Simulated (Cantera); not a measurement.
Input (Python, Cantera) and output of one run.

```python
import numpy as np
import cantera as ct

gas_names = [...]  # 123 gases of nasa_gas.yaml made of C, H, O, S
cond_names = """
    C(gr) C6H6(L) C7H8(L) C8H18(L),n-octa H2O(s) H2O(L) H2SO4(L) S(cr1) S(cr2) S(L)
""".split()


# ... load() reads the species with a 1 bar reference pressure and builds the phases ...
atoms = {
    'CS2': {'C': 1, 'S': 2},
    'H2': {'H': 2},
    'O2': {'O': 2},
}
top_T = {'C(gr)': 4500}  # K; cautious upper limits of use, not melting points


# ... equilibrate(T, P, feed) seeds the gas with the atoms and calls Mixture.equilibrate('TP', solver="vcs", rtol=1e-11, max_steps=5000) ...
results = []
feed = {'CS2': 1, 'H2': 4.4, 'O2': 0.61}  # mol
P = 13332.2  # Pa
for T in [1975, 2125, 2275, 2425, 2575, 2725, 2875, 3025, 3175, 3325]:
    mix = equilibrate(T, P, feed)
    results.append((T, P, feed, dict(zip(mix.species_names, mix.species_moles))))

top = {s: max(r[3][s] / sum(r[3][g] for g in gas_names) for r in results) for s in gas_names}
cols = sorted((s for s in top if top[s] > 0.001), key=lambda s: -top[s])[:8]
seen = [c for c in cond_names if any(r[3].get(c, 0) > 1e-12 for r in results)]
print("log10 of partial pressures in bar; condensed amounts in mol")
print(f"{'T/K':>10s}" + "".join(f"{s[:9]:>10s}" for s in cols + seen))
for T, P, feed, n in results:
    ng = sum(n[g] for g in gas_names)
    print(f"{T:10.4g}" + "".join(f"{np.log10(max(n[s] / ng * P / 1e5, 1e-99)):10.3f}" for s in cols)
          + "".join(f"{n.get(c, 0):10.4g}" for c in seen))
```

Result:

```
log10 of partial pressures in bar; condensed amounts in mol
       T/K        H2         H         S        CO        S2       H2S        SH       H2O
      1975    -1.090    -3.409    -3.461    -1.678    -1.783    -2.180    -2.607    -2.367
      2125    -1.088    -2.984    -3.054    -1.683    -1.783    -2.348    -2.468    -2.384
      2275    -1.093    -2.618    -2.711    -1.688    -1.803    -2.509    -2.361    -2.415
      2425    -1.106    -2.300    -2.422    -1.697    -1.845    -2.671    -2.284    -2.463
      2575    -1.129    -2.025    -2.183    -1.711    -1.915    -2.843    -2.239    -2.531
      2725    -1.168    -1.789    -1.992    -1.730    -2.022    -3.036    -2.230    -2.622
      2875    -1.227    -1.589    -1.849    -1.757    -2.174    -3.261    -2.262    -2.736
      3025    -1.310    -1.424    -1.752    -1.788    -2.374    -3.526    -2.339    -2.877
      3175    -1.423    -1.292    -1.696    -1.823    -2.618    -3.834    -2.458    -3.054
      3325    -1.567    -1.193    -1.669    -1.858    -2.889    -4.181    -2.612    -3.288
```

These are equilibrium values from Cantera (NASA tables, ideal gas, pure condensed phases), not measurements of a reactor.
